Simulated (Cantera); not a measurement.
Charge: 1 mol Pb, 0.32 mol H2, held at 76000 Pa.

Method: chemical equilibrium by Gibbs-energy minimisation in Cantera with the NASA 1993 tables (ideal gas, pure condensed phases). Candidate condensed phases: Pb; 4 gas species. Equilibrium is a limit: real reactors are often held back by kinetics, nucleation or transport.

Q: Which condensed phases are stable at each of these points (T (°C)): 327, 477, 627, 777, 927, 1077, 1227?

A: 
```
T (°C)  condensed phases  Pb condensed (%)
------  ----------------  ----------------
327                Pb(s)             100.0
477                Pb(l)             100.0
627                Pb(l)             100.0
777                Pb(l)             100.0
927                Pb(l)             100.0
1077               Pb(l)              99.8
1227               Pb(l)              98.9
```

At 327 °C the condensed part is Pb(s). From 477 °C to 1227 °C the condensed part is Pb(l).
